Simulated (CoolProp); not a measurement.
Properties of R410A along the isotherm 446.5 K (Tc = 344.5 K, pc = 49.01 bar, ω = 0.296).

Computed with CoolProp (reference Helmholtz-energy equation of state, Lemmon 2003). It is a pseudo-pure fit of the blend.

```json
[
 {"p (bar)": "1.55", "phase": "gas", "cv (kJ/(kg K))": "0.9134", "conductivity (mW/(m K))": "24.3", "fugacity coefficient": "0.9955"},
 {"p (bar)": "3.53", "phase": "gas", "cv (kJ/(kg K))": "0.9154", "conductivity (mW/(m K))": "24.5", "fugacity coefficient": "0.9897"},
 {"p (bar)": "8.03", "phase": "gas", "cv (kJ/(kg K))": "0.9201", "conductivity (mW/(m K))": "24.8", "fugacity coefficient": "0.9768"},
 {"p (bar)": "18.3", "phase": "gas", "cv (kJ/(kg K))": "0.9310", "conductivity (mW/(m K))": "25.6", "fugacity coefficient": "0.9479"},
 {"p (bar)": "41.6", "phase": "gas", "cv (kJ/(kg K))": "0.9565", "conductivity (mW/(m K))": "[?]", "fugacity coefficient": "0.8856"},
 {"p (bar)": "94.6", "phase": "supercritical", "cv (kJ/(kg K))": "1.010", "conductivity (mW/(m K))": "[?]", "fugacity coefficient": "0.7604"},
 {"p (bar)": "215", "phase": "supercritical", "cv (kJ/(kg K))": "1.039", "conductivity (mW/(m K))": "52.8", "fugacity coefficient": "0.5829"},
 {"p (bar)": "490", "phase": "supercritical", "cv (kJ/(kg K))": "1.045", "conductivity (mW/(m K))": "[?]", "fugacity coefficient": "0.5061"}
]
```

Problem. What belongs in the gaps?

Solution. 
- 41.6, conductivity (mW/(m K)): 27.5
- 94.6, conductivity (mW/(m K)): 33.3
- 490, conductivity (mW/(m K)): 79.5

Thermal conductivity comes from a separate model (Geller 2001).
